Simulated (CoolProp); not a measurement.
Dodecamethylpentasiloxane (MD3M) along the isobar 1.97 MPa: fugacity coefficient from the reference equation and from simpler models built on Tc = 354.9 °C, pc = 0.9540 MPa, ω = 0.730; each cubic takes its own stable root.

Values from CoolProp's reference Helmholtz-energy equation of state, Thol 2019.

| T (°C) | phase | reference |
|---|---|---|
| -33.95 | liquid | 3.614e-9 |
| -27.95 | liquid | 9.165e-9 |
| -21.95 | liquid | 2.200e-8 |
| -16.05 | liquid | 4.955e-8 |
| -10.05 | liquid | 1.080e-7 |
| -4.05 | liquid | 2.253e-7 |
| 1.95 | liquid | 4.515e-7 |
| 7.95 | liquid | 8.714e-7 |
| 13.85 | liquid | 1.608e-6 |
| 19.85 | liquid | 2.904e-6 |
| 25.85 | liquid | 5.086e-6 |
| 31.85 | liquid | 8.660e-6 |
| 37.85 | liquid | 1.436e-5 |
| 43.75 | liquid | 2.304e-5 |

### Question
How far does each simpler model (van der Waals, Redlich-Kwong, Soave-Redlich-Kwong, Peng-Robinson) lie from the reference over these 14 states: mean and median of the absolute difference, and the worst?

### Answer
- van der Waals: mean 14075480.3 %, median 1787512.6 %, worst +97675605.6 % at -33.95 °C and 1.97 MPa
- Redlich-Kwong: mean 103992.1 %, median 43572.2 %, worst +462822.0 % at -33.95 °C and 1.97 MPa
- Soave-Redlich-Kwong: mean 60.1 %, median 52.0 %, worst +124.8 % at -33.95 °C and 1.97 MPa
- Peng-Robinson: mean 137.2 %, median 116.1 %, worst +296.0 % at -33.95 °C and 1.97 MPa
